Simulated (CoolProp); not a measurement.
Hexamethyldisiloxane (MM) along the isotherm 266.4 K: Z from the reference equation and from simpler models built on Tc = 518.7 K, pc = 1.931 MPa, ω = 0.418; each cubic takes its own stable root.

The numbers come from the reference Helmholtz-energy equation of state, Thol 2016 in CoolProp.

```tsv
p (MPa)	phase	reference
0.00305	liquid	0.0002821
0.00579	liquid	0.0005356
0.011	liquid	0.001018
0.0208	liquid	0.001924
0.0394	liquid	0.003644
0.0748	liquid	0.006918
0.142	liquid	0.01313
0.269	liquid	0.02487
0.509	liquid	0.04705
0.966	liquid	0.08922
```

How far does each simpler model (van der Waals, Redlich-Kwong, Soave-Redlich-Kwong, Peng-Robinson) lie from the reference over these 10 states: mean and median of the absolute difference, and the worst?


- van der Waals: mean 71485.1 %, median 13315.3 %, worst +353639.8 % at 266.4 K and 0.00305 MPa
- Redlich-Kwong: mean 53874.8 %, median 12.9 %, worst +353214.4 % at 266.4 K and 0.00305 MPa
- Soave-Redlich-Kwong: mean 8.5 %, median 8.5 %, worst +8.5 % at 266.4 K and 0.00305 MPa
- Peng-Robinson: mean 3.5 %, median 3.5 %, worst -3.5 % at 266.4 K and 0.966 MPa

At some of these states van der Waals, Redlich-Kwong gives the other phase, because its saturation line lies elsewhere.
